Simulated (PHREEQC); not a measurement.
Make-up at 65 °C: 0.0015 mol HF, 3.1e-05 mol (CH3)4NF and 0.095 mol HCl per kg of water. Closed to the air; pH follows from the charge balance.

Computed with PHREEQC (ion-association model, wateq4f.dat).

```
Property                  Result
----------------  --------------
pH                          1.11
ionic strength    0.0950 mol/kgw
total alkalinity    -96.5 meq/kg
```

| species | molality | activity | log γ |
|---|---|---|---|
| Cl- | 0.0950 | 0.0715 | -0.123 |
| H+ | 0.0950 | 0.0775 | -0.088 |
| HF | 0.00152 | 0.00155 | 0.010 |
| (CH3)4N+ | 3.10e-5 | 2.35e-5 | -0.120 |
| F- | 8.23e-6 | 6.17e-6 | -0.125 |
| H2F2 | 1.31e-6 | 1.34e-6 | 0.010 |
| HF2- | 5.62e-8 | 4.21e-8 | -0.125 |

Precipitation was switched off in this run. (CH3)4N+ isn't in the database: it is added as a free cation with an ion size of 4 Å. Constants without temperature data keep their 25 °C values here.
